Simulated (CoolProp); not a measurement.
Aqueous sodium chloride as a coolant, 9 % by mass, freezing at -5.8 °C, 1 atm.

Model: Melinder's fits for secondary coolants, in CoolProp.

```tsv
T (°C)	Prandtl number	cp (kJ/(kg K))	conductivity (W/(m K))	viscosity (mPa s)
-3.4	15.3	3.722	0.550	2.26
0.5	13.4	3.729	0.557	2.00
4.5	11.7	3.736	0.564	1.77
8.4	10.4	3.743	0.571	1.58
12.3	9.22	3.749	0.577	1.42
16.3	8.23	3.755	0.584	1.28
20.2	7.42	3.761	0.590	1.16
24.2	6.71	3.766	0.596	1.06
28.1	6.12	3.771	0.603	0.977
32	5.61	3.776	0.609	0.905
```
